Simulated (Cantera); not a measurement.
A Cantera script and its output.

```python
import numpy as np
import cantera as ct

surf = ct.Interface("diamond.yaml", "diamond_100")
gas, bulk = surf.adjacent["gas"], surf.adjacent["diamond"]
k = surf.kinetics_species_index(bulk.species_names[0])
cover = ["c6HH", "c6H*", "c6*H", "c6**", "c6HM", "c6B"]

rows, drift = [], 0.0
print(f"{'T':>10s}{'um/h':>11s}" + "".join(f"{s:>11s}" for s in cover))
for v in [900, 950, 1000, 1050, 1100, 1150, 1200, 1250, 1300, 1350, 1400]:
    T, P, xH, xCH3 = v, 11000, 0.0026, 0.0014
    gas.TPX = T, P, {"H": xH, "CH3": xCH3, "CH4": 0.028, "H2": 1 - xH - xCH3 - 0.028}
    surf.TP = bulk.TP = T, P
    surf.coverages = "c6H*:0.1, c6HH:0.9"
    surf.advance_coverages(100.0)
    before = surf.coverages
    surf.advance_coverages(100.0)
    drift = max(drift, np.max(np.abs(surf.coverages - before) / (surf.coverages + 1e-9)))
    rate = surf.net_production_rates[k] * bulk.mean_molecular_weight / bulk.density * 3.6e9
    rows.append([rate, *surf[cover].coverages])
    print(f"{v:10.4g}{rate:11.4e}" + "".join(f"{x:11.3e}" for x in rows[-1][1:]))
```

Result:

```
         T       um/h       c6HH       c6H*       c6*H       c6**       c6HM        c6B
       900 2.9981e+01  4.508e-01  6.771e-03  1.887e-01  2.480e-03  2.824e-01  8.136e-08
       950 4.1701e+01  4.472e-01  9.713e-03  2.297e-01  4.007e-03  2.372e-01  1.132e-07
      1000 5.4617e+01  4.398e-01  1.328e-02  2.711e-01  6.117e-03  1.968e-01  1.482e-07
      1050 6.6311e+01  4.324e-01  1.757e-02  3.137e-01  8.943e-03  1.574e-01  1.799e-07
      1100 7.1481e+01  4.286e-01  2.277e-02  3.600e-01  1.269e-02  1.152e-01  1.940e-07
      1150 6.4608e+01  4.275e-01  2.896e-02  4.098e-01  1.748e-02  7.138e-02  1.753e-07
      1200 4.9166e+01  4.219e-01  3.560e-02  4.550e-01  2.305e-02  3.610e-02  1.334e-07
      1250 3.5640e+01  4.085e-01  4.192e-02  4.878e-01  2.881e-02  1.567e-02  9.671e-08
      1300 2.8598e+01  3.909e-01  4.767e-02  5.088e-01  3.447e-02  6.344e-03  7.760e-08
      1350 2.6191e+01  3.731e-01  5.299e-02  5.220e-01  4.002e-02  2.526e-03  7.107e-08
      1400 2.4763e+01  3.574e-01  5.800e-02  5.303e-01  4.558e-02  1.005e-03  6.720e-08
```

Computed with Cantera and the Harris–Goodwin 1993 mechanism for the reconstructed diamond (100) surface.
